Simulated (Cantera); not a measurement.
An isothermal, constant-pressure homogeneous reactor starts with CH₄ : N₂ = 1 : 21 (molar parts), at 1573 K and 0.0263 atm.

Cantera simulation using GRI-Mech 3.0 (53 species, 325 reactions); the numbers are that mechanism's predictions, not measurements. GRI-Mech 3.0 stops at C3 and has no aromatics, soot or wall deposition, so with more carbon than oxygen in the feed, carbon stays in small species such as C2H2 where larger ones or solid carbon would form. Radical loss at walls, strong at low pressure, is not modelled.

x: mole fraction; the columns are a selection and need not sum to one.

| t (s) | x CH₄ | x C₂H₄ | x CH₃ | x CH₂ | x C₂H₂ | x C₂H | x H₂ |
|---|---|---|---|---|---|---|---|
| 0.000800 | 0.0455 | 1.52e-10 | 2.59e-6 | 1.00e-11 | <1e-12 | <1e-12 | 1.27e-6 |
| 0.00211 | 0.0454 | 3.14e-9 | 6.93e-6 | 5.72e-11 | 6.84e-12 | <1e-12 | 3.45e-6 |
| 0.00558 | 0.0454 | 6.01e-8 | 1.84e-5 | 3.55e-10 | 3.56e-10 | <1e-12 | 9.30e-6 |
| 0.0147 | 0.0454 | 1.10e-6 | 4.82e-5 | 2.28e-9 | 1.80e-8 | <1e-12 | 2.66e-5 |
| 0.0389 | 0.0453 | 1.91e-5 | 0.000124 | 1.41e-8 | 9.16e-7 | 3.65e-12 | 0.000105 |
| 0.103 | 0.0445 | 0.000280 | 0.000294 | 7.35e-8 | 4.65e-5 | 1.49e-10 | 0.000859 |
| 0.271 | (withheld) | (withheld) | (withheld) | (withheld) | (withheld) | (withheld) | (withheld) |
| 0.717 | 0.0255 | 0.000679 | 0.000295 | 1.33e-7 | 0.00874 | 1.55e-8 | 0.0277 |
| 1.89 | 0.0133 | 0.000148 | 0.000165 | 8.41e-8 | 0.0151 | 2.72e-8 | 0.0458 |
| 5.00 | (withheld) | (withheld) | (withheld) | (withheld) | (withheld) | (withheld) | (withheld) |

Q: Some entries are withheld; supply them.

A: 
- 0.271, x CH₄: 0.0383
- 0.271, x C₂H₄: 0.00160
- 0.271, x CH₃: 0.000446
- 0.271, x CH₂: 1.86e-7
- 0.271, x C₂H₂: 0.00160
- 0.271, x C₂H: 3.69e-9
- 0.271, x H₂: 0.00826
- 5.00, x CH₄: 0.00500
- 5.00, x C₂H₄: 2.62e-5
- 5.00, x CH₃: 7.36e-5
- 5.00, x CH₂: 4.67e-8
- 5.00, x C₂H₂: 0.0193
- 5.00, x C₂H: 4.08e-8
- 5.00, x H₂: 0.0579
